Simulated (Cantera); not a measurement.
## Gas activation for diamond growth

An isothermal, constant-pressure homogeneous reactor starts with CH4 : H2 : CO2 = 0.028 : 1 : 0.00077 (molar parts), at 2125 K and 0.138 atm.

Model: GRI-Mech 3.0 (53 species, 325 reactions), integrated in Cantera. GRI-Mech 3.0 stops at C3 and has no aromatics, soot or wall deposition, so with more carbon than oxygen in the feed, carbon stays in small species such as C2H2 where larger ones or solid carbon would form.

```json
[
 {"t (s)": "7.00e-6", "x CH4": "0.0272", "x H2": "0.972", "x CO2": "0.000748", "x HO2": "<1e-12", "x C2H6": "1.60e-9"},
 {"t (s)": "1.83e-5", "x CH4": "0.0271", "x H2": "0.972", "x CO2": "0.000748", "x HO2": "<1e-12", "x C2H6": "1.93e-8"},
 {"t (s)": "4.80e-5", "x CH4": "0.0268", "x H2": "0.971", "x CO2": "0.000745", "x HO2": "<1e-12", "x C2H6": "1.65e-7"},
 {"t (s)": "0.000126", "x CH4": "0.0262", "x H2": "0.970", "x CO2": "0.000724", "x HO2": "<1e-12", "x C2H6": "9.63e-7"},
 {"t (s)": "0.000329", "x CH4": "0.0243", "x H2": "0.968", "x CO2": "0.000605", "x HO2": "<1e-12", "x C2H6": "3.25e-6"},
 {"t (s)": "0.000863", "x CH4": "0.0187", "x H2": "0.968", "x CO2": "0.000244", "x HO2": "<1e-12", "x C2H6": "3.68e-6"},
 {"t (s)": "0.00226", "x CH4": "0.0103", "x H2": "0.971", "x CO2": "1.20e-5", "x HO2": "<1e-12", "x C2H6": "1.29e-6"},
 {"t (s)": "0.00592", "x CH4": "0.00413", "x H2": "0.974", "x CO2": "1.10e-7", "x HO2": "<1e-12", "x C2H6": "2.30e-7"},
 {"t (s)": "0.0155", "x CH4": "0.00143", "x H2": "0.975", "x CO2": "1.05e-7", "x HO2": "<1e-12", "x C2H6": "2.98e-8"},
 {"t (s)": "0.0406", "x CH4": "0.000536", "x H2": "0.976", "x CO2": "9.50e-8", "x HO2": "<1e-12", "x C2H6": "4.34e-9"},
 {"t (s)": "0.106", "x CH4": "0.000268", "x H2": "0.976", "x CO2": "6.24e-8", "x HO2": "<1e-12", "x C2H6": "1.13e-9"},
 {"t (s)": "0.278", "x CH4": "0.000159", "x H2": "0.976", "x CO2": "1.45e-8", "x HO2": "<1e-12", "x C2H6": "4.34e-10"},
 {"t (s)": "0.729", "x CH4": "0.000116", "x H2": "0.976", "x CO2": "2.27e-10", "x HO2": "<1e-12", "x C2H6": "2.58e-10"},
 {"t (s)": "1.91", "x CH4": "0.000115", "x H2": "0.976", "x CO2": "1.52e-12", "x HO2": "<1e-12", "x C2H6": "2.54e-10"},
 {"t (s)": "5.00", "x CH4": "0.000115", "x H2": "0.976", "x CO2": "1.52e-12", "x HO2": "<1e-12", "x C2H6": "2.54e-10"}
]
```
x: mole fraction; the columns are a selection and need not sum to one.

Equilibrium at this temperature and pressure: CH4 0.000115, H2 0.976, CO2 1.52e-12, HO2 <1e-12, C2H6 2.54e-10 (gas phase only).
